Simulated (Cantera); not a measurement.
Input (Python, Cantera) and output of one run.

```python
import numpy as np
import cantera as ct

gas_names = [...]  # 87 gases of nasa_gas.yaml made of C, H, Si
cond_names = """
    C(gr) C6H6(L) C7H8(L) C8H18(L),n-octa Si(cr) Si(L) SiC(b)
""".split()


# ... load() reads the species with a 1 bar reference pressure and builds the phases ...
atoms = {
    'SiC': {'Si': 1, 'C': 1},
    'Si': {'Si': 1},
    'H2': {'H': 2},
}
top_T = {'C(gr)': 4500, 'SiC(b)': 3050}  # K; cautious upper limits of use, not melting points


# ... equilibrate(T, P, feed) seeds the gas with the atoms and calls Mixture.equilibrate('TP', solver="vcs", rtol=1e-11, max_steps=5000) ...
results = []
T = 2200  # K
P = 1000  # Pa
for m in [0.19, 0.27, 0.39, 0.55, 0.79, 1.1, 1.6, 2.3, 3.3, 4.7, 6.7, 9.5]:
    feed = {'SiC': 1, 'Si': 0.013, 'H2': m}  # mol
    mix = equilibrate(T, P, feed)
    results.append((T, P, feed, dict(zip(mix.species_names, mix.species_moles))))

top = {s: max(r[3][s] / sum(r[3][g] for g in gas_names) for r in results) for s in gas_names}
cols = sorted((s for s in top if top[s] > 1e-06), key=lambda s: -top[s])[:6]
seen = [c for c in cond_names if any(r[3].get(c, 0) > 1e-12 for r in results)]
print("log10 of partial pressures in bar; condensed amounts in mol")
print(f"{'n(H2)':>10s}" + "".join(f"{s[:9]:>10s}" for s in cols + seen))
for T, P, feed, n in results:
    ng = sum(n[g] for g in gas_names)
    print(f"{feed['H2']:10.4g}" + "".join(f"{np.log10(max(n[s] / ng * P / 1e5, 1e-99)):10.3f}" for s in cols)
          + "".join(f"{n.get(c, 0):10.4g}" for c in seen))
```

It prints:

```
log10 of partial pressures in bar; condensed amounts in mol
     n(H2)        H2         H        Si      Si2C C2H2,acet       SiH     Si(L)    SiC(b)
      0.19    -2.043    -3.271    -3.433    -4.665    -6.573    -4.809  0.004385    0.9995
      0.27    -2.043    -3.271    -3.433    -4.665    -6.573    -4.809 0.0007574    0.9993
      0.39    -2.039    -3.269    -3.557    -4.788    -6.322    -4.930         0    0.9992
      0.55    -2.035    -3.267    -3.696    -4.928    -6.039    -5.067         0    0.9991
      0.79    -2.032    -3.265    -3.840    -5.072    -5.748    -5.210         0    0.9988
       1.1    -2.030    -3.264    -3.965    -5.196    -5.497    -5.334         0    0.9982
       1.6    -2.029    -3.264    -4.087    -5.319    -5.252    -5.455         0    0.9967
       2.3    -2.028    -3.263    -4.178    -5.410    -5.069    -5.546         0    0.9939
       3.3    -2.028    -3.263    -4.242    -5.474    -4.940    -5.610         0    0.9892
       4.7    -2.028    -3.263    -4.285    -5.517    -4.854    -5.653         0     0.982
       6.7    -2.028    -3.263    -4.314    -5.546    -4.796    -5.682         0    0.9715
       9.5    -2.028    -3.263    -4.334    -5.565    -4.757    -5.701         0    0.9564
```

Method: chemical equilibrium by Gibbs-energy minimisation in Cantera with the NASA 1993 tables (ideal gas, pure condensed phases). Mutual solubility and eutectic melting of coexisting phases are not modelled. Gases not in the tables: Si2H6 and higher silanes.
